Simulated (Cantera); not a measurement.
An isothermal, constant-pressure homogeneous reactor starts with 1.49 % H₂, 98.5 % O₂, at 1400 K and 10.00 Torr.

Model: GRI-Mech 3.0 (53 species, 325 reactions), integrated in Cantera. Radical loss at walls, strong at low pressure, is not modelled.

One state of this run: x H₂ = 7.03e-6; x O₂ = 0.984; x H = 1.34e-5; x O = 0.000980; x OH = 0.000561; x H₂O₂ = 5.20e-9. x: mole fraction; the columns are a selection and need not sum to one.

Task: Which value of t (s) does it belong to?
(A) 0.00159
(B) 0.0775
(C) 0.000600
(D) 1.43

Result: D, 1.43
